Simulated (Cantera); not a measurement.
Input: 1 mol SiH4, 0.21 mol N2.

Method: chemical equilibrium by Gibbs-energy minimisation in Cantera with the NASA 1993 tables (ideal gas, pure condensed phases). Candidate condensed phases: Si, Si3N4; 18 gas species. Mutual solubility and eutectic melting of coexisting phases are not modelled. The numbers say what is thermodynamically allowed, not how fast it happens.

What condenses at these points (T in K, P in Pa): (1748, 29000); (1748, 100000); (1648, 2400); (1998, 2400); (2048, 100000); (2098, 17)?


```csv
T (K),P in Pa,condensed phases,Si condensed (%)
1748,29000,Si + Si3N4,100.0
1748,100000,Si + Si3N4,100.0
1648,2400,Si + Si3N4,100.0
1998,2400,Si,99.5
2048,100000,Si,99.9
2098,17,gas only,0.0
```
